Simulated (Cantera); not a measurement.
**Stirred combustor or abatement burner**

A perfectly stirred reactor is fed with CH4 : O2 : N2 = 1 : 2.08 : 7.83 (molar parts), equivalence ratio 0.96, at 0.661 atm; it is adiabatic with a 800 K inlet, and is followed from long to short residence time, starting on the burning branch (τ in s: 0.036, 0.019, 0.011, 0.0057, 0.0031, 0.0017, 0.00092, 0.0005, 0.00027, 0.00015, 8e-05).

Model: GRI-Mech 3.0 (53 species, 325 reactions), integrated in Cantera.

```csv
τ (s),T (K),x CH4,x O2,x CO,x NO,x NO2,x O,x H
0.036,2408,4.11e-6,0.0164,0.0189,0.00282,5.69e-7,0.00175,0.00216
0.019,2395,7.25e-6,0.0173,0.0198,0.00207,4.01e-7,0.00196,0.00245
0.011,2376,1.15e-5,0.0184,0.0210,0.00150,2.72e-7,0.00224,0.00286
0.0057,2343,1.95e-5,0.0200,0.0230,0.000948,1.54e-7,0.00274,0.00366
0.0031,2302,3.15e-5,0.0217,0.0253,0.000593,8.43e-8,0.00340,0.00478
0.0017,2255,5.07e-5,0.0236,0.0277,0.000366,4.53e-8,0.00421,0.00627
0.00092,2201,8.40e-5,0.0256,0.0301,0.000225,2.47e-8,0.00513,0.00810
0.00050,2148,0.000143,0.0277,0.0326,0.000144,1.44e-8,0.00600,0.0101
0.00027,2095,0.000255,0.0301,0.0352,9.54e-5,9.02e-9,0.00670,0.0119
0.00015,2047,0.000466,0.0331,0.0384,6.67e-5,6.20e-9,0.00698,0.0130
8.0e-5,1994,0.000973,0.0380,0.0436,4.58e-5,4.43e-9,0.00654,0.0131
```
x: mole fraction; the columns are a selection and need not sum to one.
